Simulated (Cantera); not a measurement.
A closed system holds: 1 mol Si(CH3)4, 0.05 mol C3H8, 63 mol H2, 0.036 mol C2H4, held at 0.940 bar.

These are equilibrium values from Cantera (NASA tables, ideal gas, pure condensed phases), not measurements of a reactor. Candidate condensed phases: C, C6H6, C7H8, C8H18, Si, SiC; 87 gas species. Gases not in the tables: Si2H6 and higher silanes. The numbers say what is thermodynamically allowed, not how fast it happens.

x: gas mole fraction; n: condensed amount in mol.

```
T (K)   x H2     x CH4       x H  x C2H2 (acetylene)    x CH3  x SiH2  n C(graphite)  n SiC(s)
-----  -----  --------  --------  ------------------  -------  ------  -------------  --------
1200   0.986    0.0144   2.02e-7             1.01e-7  5.64e-8       …           2.24      1.00
1350   0.995   0.00536   2.45e-6             1.23e-6  2.62e-7       …           2.85      1.00
1500   0.998   0.00240   1.81e-5             9.00e-6  8.85e-7       …           3.05     1.000
1650   0.999   0.00125   9.36e-5             4.56e-5  2.38e-6       …           3.13     1.000
1800   0.999  0.000721  0.000369            0.000175  5.39e-6       …           3.15     1.000
1950   0.998  0.000455   0.00118            0.000545  1.07e-5       …           3.11     1.000
2100   0.995  0.000307   0.00321             0.00144  1.93e-5       …           3.00     0.998
```

Q: Complete the blanks.

A: 
- 1200, x SiH2: 1.97e-11
- 1350, x SiH2: 6.61e-10
- 1500, x SiH2: 1.09e-8
- 1650, x SiH2: 1.07e-7
- 1800, x SiH2: 7.20e-7
- 1950, x SiH2: 3.59e-6
- 2100, x SiH2: 1.42e-5
